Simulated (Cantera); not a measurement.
An adiabatic, constant-volume homogeneous reactor starts with 13.1 % H₂, 18.3 % O₂, 68.6 % N₂, equivalence ratio 0.36, at 1448 K and 0.730 bar.

Detailed kinetics in Cantera: the H2/O2 subset of GRI-Mech 3.0, which has no nitrogen chemistry.

Question: Predict: time of steepest temperature rise; temperature at 3.00 s; equilibrium temperature; x(H₂) at 3.00 s; x(O₂) at 3.00 s; x(OH) at 3.00 s; x(HO₂) at 3.00 s; x(H₂O) at 3.00 s; x(H) at 3.00 s; x(H₂O₂) at 3.00 s.

Answer: 
| Quantity | Result |
|---|---|
| time of steepest temperature rise | 25.0 µs |
| temperature at 3.00 s | 2471 K |
| equilibrium temperature | 2471 K |
| x(H₂) at 3.00 s | 0.00181 (gas-phase equilibrium 0.00181) |
| x(O₂) at 3.00 s | 0.120 (gas-phase equilibrium 0.120) |
| x(OH) at 3.00 s | 0.0127 (gas-phase equilibrium 0.0127) |
| x(HO₂) at 3.00 s | 1.04e-5 (gas-phase equilibrium 1.04e-5) |
| x(H₂O) at 3.00 s | 0.131 (gas-phase equilibrium 0.131) |
| x(H) at 3.00 s | 0.000874 (gas-phase equilibrium 0.000874) |
| x(H₂O₂) at 3.00 s | 3.25e-7 (gas-phase equilibrium 3.25e-7) |
